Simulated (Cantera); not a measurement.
A Cantera script and what it prints.

```python
import numpy as np
import cantera as ct

gas_names = """
    F F2 H HF H2 H2F2 H3F3 H4F4 H5F5 H6F6 H7F7
""".split()
cond_names = """

""".split()


# ... load() reads the species with a 1 bar reference pressure and builds the phases ...
atoms = {
    'HF': {'H': 1, 'F': 1},
    'H2': {'H': 2},
}
top_T = {}  # K; cautious upper limits of use, not melting points


# ... equilibrate(T, P, feed) seeds the gas with the atoms and calls Mixture.equilibrate('TP', solver="vcs", rtol=1e-11, max_steps=5000) ...
results = []
feed = {'HF': 1, 'H2': 6.6}  # mol
T = 2473.15  # K
for P in [10, 52, 280, 1400, 7600, 40000, 210000, 1100000, 5700000, 30000000]:
    mix = equilibrate(T, P, feed)
    results.append((T, P, feed, dict(zip(mix.species_names, mix.species_moles))))

top = {s: max(r[3][s] / sum(r[3][g] for g in gas_names) for r in results) for s in gas_names}
cols = sorted((s for s in top if top[s] > 1e-06), key=lambda s: -top[s])[:5]
seen = [c for c in cond_names if any(r[3].get(c, 0) > 1e-12 for r in results)]
print("log10 of partial pressures in bar; condensed amounts in mol")
print(f"{'P/Pa':>10s}" + "".join(f"{s[:9]:>10s}" for s in cols + seen))
for T, P, feed, n in results:
    ng = sum(n[g] for g in gas_names)
    print(f"{P:10.4g}" + "".join(f"{np.log10(max(n[s] / ng * P / 1e5, 1e-99)):10.3f}" for s in cols)
          + "".join(f"{n.get(c, 0):10.4g}" for c in seen))
```

Result:

```
log10 of partial pressures in bar; condensed amounts in mol
      P/Pa        H2         H        HF         F      H2F2
        10    -4.897    -4.100    -5.106    -7.020   -15.428
        52    -3.756    -3.529    -4.312    -6.796   -13.839
       280    -2.796    -3.050    -3.510    -6.473   -12.235
      1400    -1.997    -2.650    -2.771    -6.135   -10.758
      7600    -1.216    -2.259    -2.016    -5.770    -9.248
     4e+04    -0.475    -1.889    -1.286    -5.411    -7.787
   2.1e+05     0.254    -1.524    -0.562    -5.051    -6.339
   1.1e+06     0.977    -1.163     0.159    -4.691    -4.897
   5.7e+06     1.693    -0.805     0.874    -4.334    -3.467
     3e+07     2.415    -0.444     1.596    -3.974    -2.024
```

Equilibrium computed with Cantera from the NASA thermochemical tables; the gas is ideal and each condensed phase is pure. The ideal-gas law is rough above about 30 bar.
